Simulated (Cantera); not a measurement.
Feed: 1 mol C3H6, 0.16 mol CO2, 66 mol H2, at 1548.15 K and 0.100 bar.

Equilibrium computed with Cantera from the NASA thermochemical tables; the gas is ideal and each condensed phase is pure. Candidate condensed phases: C, C6H6, C7H8, C8H18, H2O; 110 gas species. Rates play no part.

Base state: H2 0.995, CO 0.00462, CH4 0.000203, H 9.73e-5, C2H2 (acetylene) 1.56e-5 (mole fractions); condensed: C(graphite).

Q: What changes in the equilibrium state with this change: temperature from 1548.15 K to 2498 K?

A: 
```
species            before    after
----------------  -------  -------
H2                  0.995    0.910
H                 9.73e-5   0.0752
C2H2 (acetylene)  1.56e-5  0.00977
C2H                 <1e-9  5.77e-5
C4H2                <1e-9  4.33e-5
C(graphite), mol     2.82     1.41
```
